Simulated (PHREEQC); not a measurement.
0.019 g of hydrous ferric oxide (600 m²/g; 0.2 weak and 0.005 strong sites per Fe, Dzombak-Morel constants, diffuse double layer) in 1 kg of water with 0.01 mol/kgw of an inert sodium salt and 0.13 mmol/kgw Na2HAsO4 and 0.11 mmol/kgw NaH2PO4, at 25 °C; the pH is set by adding NaOH or the inert anion's acid. Oxygen alone is held at its pressure in air (log pO2 = -0.68). CO2 from the air is kept out. Precipitation was switched off in this run.

Base run: PHREEQC, ion-association model, wateq4f.dat. Each further column changes one thing. The table gives As sorbed (%).

| pH | base | no electrostatic term (-no_edl) | background salt from 0.01 to 0.001 mol/kgw | oxide from 0.019 to 0.095 g/kgw | 9.8e-05 mol/kgw ZnCl2 added |
|---|---|---|---|---|---|
| 3 | 26.9 | ? | 27.1 | ? | 26.9 |
| 4.5 | 26.4 | 25.9 | 26.5 | ? | 26.4 |
| 5.5 | 24.7 | 26.2 | 24.7 | 86.8 | 24.7 |
| 7 | 18.5 | ? | 18.4 | ? | 16.7 |
| 8.5 | 8.9 | 32.4 | 8.9 | 39.0 | 8.6 |
| 9.5 | 3.5 | 32.8 | ? | 16.6 | 8.6 |
| 11 | 0.5 | 32.8 | 0.2 | ? | 7.4 |

**Question.** What belongs in the gaps?

**Answer.** 
- 3, no electrostatic term (-no_edl): 25.5
- 3, oxide from 0.019 to 0.095 g/kgw: 93.8
- 4.5, oxide from 0.019 to 0.095 g/kgw: 91.6
- 7, no electrostatic term (-no_edl): 26.7
- 7, oxide from 0.019 to 0.095 g/kgw: 72.2
- 9.5, background salt from 0.01 to 0.001 mol/kgw: 3.1
- 11, oxide from 0.019 to 0.095 g/kgw: 2.5

H3PO4, which wateq4f.dat lacks, is added to it with the constant of phreeqc.dat. The oxide is taken as insoluble; below pH 4 it would dissolve. In at least one series the solution becomes supersaturated in solids that the run did not let form, among them Zn(OH)2-e, Zn3(PO4)2:4w. The database has no phosphate complexes of Zn. The database has no arsenate complexes of Zn.
